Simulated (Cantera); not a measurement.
Feed: 1 mol Si3N4, 0.088 mol Si, 5.6 mol N2, held at 5.10 Pa.

Method: chemical equilibrium by Gibbs-energy minimisation in Cantera with the NASA 1993 tables (ideal gas, pure condensed phases). Candidate condensed phases: Si, Si3N4; 7 gas species. Equilibrium is a limit: real reactors are often held back by kinetics, nucleation or transport.

Q: Which condensed phases are stable at each of these points (T (K)): 1625, 1725, 1825, 1925, 2025, 2125, 2225, 2325, 2425, 2525, 2625, 2725, 2825?

A: 
```json
[
 {"T (K)": "1625", "condensed phases": "Si(s)", "Si condensed (%)": "99.2"},
 {"T (K)": "1725", "condensed phases": "Si(l)", "Si condensed (%)": "94.8"},
 {"T (K)": "1825", "condensed phases": "Si(l)", "Si condensed (%)": "75.2"},
 {"T (K)": "1925", "condensed phases": "gas only", "Si condensed (%)": "0.0"},
 {"T (K)": "2025", "condensed phases": "gas only", "Si condensed (%)": "0.0"},
 {"T (K)": "2125", "condensed phases": "gas only", "Si condensed (%)": "0.0"},
 {"T (K)": "2225", "condensed phases": "gas only", "Si condensed (%)": "0.0"},
 {"T (K)": "2325", "condensed phases": "gas only", "Si condensed (%)": "0.0"},
 {"T (K)": "2425", "condensed phases": "gas only", "Si condensed (%)": "0.0"},
 {"T (K)": "2525", "condensed phases": "gas only", "Si condensed (%)": "0.0"},
 {"T (K)": "2625", "condensed phases": "gas only", "Si condensed (%)": "0.0"},
 {"T (K)": "2725", "condensed phases": "gas only", "Si condensed (%)": "0.0"},
 {"T (K)": "2825", "condensed phases": "gas only", "Si condensed (%)": "0.0"}
]
```

At 1625 K the condensed part is Si(s). From 1725 K to 1825 K the condensed part is Si(l). From 1925 K to 2825 K nothing is condensed.
